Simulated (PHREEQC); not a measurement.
Make-up at 25 °C and 10 atm: 0.013 mol/kgw ZnSO4, 0.0098 mol/kgw Na2SO4 and 0.0029 mol/kgw MnSO4. Closed to the air; pH follows from the charge balance.

Computed with PHREEQC (ion-association model, phreeqc.dat).

Q: The ionic strength comes out as 0.0636 mol/kgw. What activity coefficients do HSO4-, H+, ZnOH+, SO4-2, Mn+2 get?

A: HSO4- 0.81, H+ 0.84, ZnOH+ 0.81, SO4-2 0.43, Mn+2 0.45.

This is a speciation only: nothing precipitates in the calculation. Species that the database lacks are ignored.
